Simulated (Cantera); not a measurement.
## CO + H2O + N2 + O2 (carbon deposition, reforming and gasification)

Input: 1 mol CO, 3.2 mol H2O, 1.5 mol N2, 0.02 mol O2, at 2000 °C.

Method: chemical equilibrium by Gibbs-energy minimisation in Cantera with the NASA 1993 tables (ideal gas, pure condensed phases). Candidate condensed phases: C, C6H6, C7H8, C8H18, H2O; 136 gas species. The ideal-gas law is rough above about 30 bar. Equilibrium is a limit: real reactors are often held back by kinetics, nucleation or transport.

| P (Pa) | x H2O | x H | x N2 | x H2 | x CO | x O | x CO2 | x OH | x O2 |
|---|---|---|---|---|---|---|---|---|---|
| 10 | 0.127 | 0.269 | 0.181 | 0.103 | 0.0997 | 0.0933 | 0.0224 | 0.0519 | 0.0485 |
| 100 | 0.324 | 0.0872 | 0.231 | 0.108 | 0.100 | 0.0226 | 0.0547 | 0.0407 | 0.0285 |
| 1000 | 0.431 | 0.0251 | 0.253 | 0.0892 | 0.0904 | 0.00364 | 0.0792 | 0.0188 | 0.00736 |
| 10000 | 0.466 | 0.00766 | 0.261 | 0.0832 | 0.0863 | 0.000421 | 0.0876 | 0.00667 | 0.000989 |
| 100000 | 0.475 | 0.00241 | 0.262 | 0.0826 | 0.0857 | 4.32e-5 | 0.0893 | 0.00216 | 0.000104 |
| 1000000 | 0.478 | 0.000764 | 0.263 | 0.0827 | 0.0857 | 4.34e-6 | 0.0896 | 0.000685 | 1.05e-5 |
| 10000000 | 0.478 | 0.000242 | 0.263 | 0.0827 | 0.0857 | 4.35e-7 | 0.0897 | 0.000217 | 1.05e-6 |
x: gas mole fraction; nothing condenses.

From 0.0750 Torr to 75000 Torr nothing is condensed. The main C-bearing gas is CO at 0.0750 Torr and CO2 at 75000 Torr.
